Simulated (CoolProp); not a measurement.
Values from CoolProp's reference Helmholtz-energy equation of state, Lemmon 2006. It is a short technical equation, of lower accuracy than the large ones.

Question: For R142b, give the phase and the cp (kJ/(kg K)), Joule-Thomson coefficient (K/MPa) at 181.4 K and 98.3 bar; 225.3 K and 0.164 bar; 352.2 K and 14.2 bar.

Answer: 
- 181.4 K and 98.3 bar: liquid; cp 1.11, Joule-Thomson coefficient -0.483
- 225.3 K and 0.164 bar: liquid; cp 1.16, Joule-Thomson coefficient -0.422
- 352.2 K and 14.2 bar: liquid; cp 1.53, Joule-Thomson coefficient 0.264
